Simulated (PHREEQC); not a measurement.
**Buffer: speciation**

A solution holds 0.0013 mol NaHSO4, 5.3e-05 mol Na2CO3 and 0.012 mol KCl per kg of water, at 25 °C. Closed to the air; pH follows from the charge balance.

Model: Pitzer model, pitzer.dat, run in PHREEQC.

This is a speciation only: nothing precipitates in the calculation.

**Question.** What pH, osmotic coefficient does the model give?

**Answer.** pH 3.01; osmotic coefficient 0.955.

**Question.** In which forms is S present?

**Answer.** SO4-2 94 %, HSO4- 5.9 % of the S.
